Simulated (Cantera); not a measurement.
A perfectly stirred reactor is fed with CO : O2 : H2O : N2 = 0.026 : 0.011 : 0.0001 : 1 (molar parts), equivalence ratio 1.2, at 4.84 atm; it is held at 1325 K, and followed from long to short residence time.

Cantera simulation using GRI-Mech 3.0 (53 species, 325 reactions); the numbers are that mechanism's predictions, not measurements.

Question: What does this change do: pressure from 4.84 atm to 3.55 atm?

Answer: 
```tsv
quantity	before	after
x(CO) at τ = 3.00 s	0.00397	0.00399
x(O2) at τ = 3.00 s	4.09e-5	4.74e-5
x(H2O) at τ = 3.00 s	8.63e-5	8.49e-5
x(H2O2) at τ = 3.00 s	7.24e-11	1.06e-10
x(NO) at τ = 3.00 s	2.47e-6	3.16e-6
x(CO) at τ = 33.0 ms	0.00987	0.00894
x(O2) at τ = 33.0 ms	0.00296	0.00247
x(H2O) at τ = 33.0 ms	8.69e-5	8.16e-5
x(H2O2) at τ = 33.0 ms	4.46e-9	3.07e-9
x(NO) at τ = 33.0 ms	4.19e-6	4.91e-6
```

Question: What does this change do: N2 1 to 0.11 parts?

Answer: 
```json
[
 {"quantity": "x(CO) at τ = 3.00 s", "before": "0.00397", "after": "0.0295"},
 {"quantity": "x(O2) at τ = 3.00 s", "before": "4.09e-5", "after": "8.36e-5"},
 {"quantity": "x(H2O) at τ = 3.00 s", "before": "8.63e-5", "after": "0.000663"},
 {"quantity": "x(H2O2) at τ = 3.00 s", "before": "7.24e-11", "after": "5.10e-10"},
 {"quantity": "x(NO) at τ = 3.00 s", "before": "2.47e-6", "after": "2.23e-6"},
 {"quantity": "x(CO) at τ = 33.0 ms", "before": "0.00987", "after": "0.0368"},
 {"quantity": "x(O2) at τ = 33.0 ms", "before": "0.00296", "after": "0.00374"},
 {"quantity": "x(H2O) at τ = 33.0 ms", "before": "8.69e-5", "after": "0.000655"},
 {"quantity": "x(H2O2) at τ = 33.0 ms", "before": "4.46e-9", "after": "3.12e-8"},
 {"quantity": "x(NO) at τ = 33.0 ms", "before": "4.19e-6", "after": "9.96e-6"}
]
```
The temperature is held fixed by assumption; the heat of reaction is taken as removed at once.
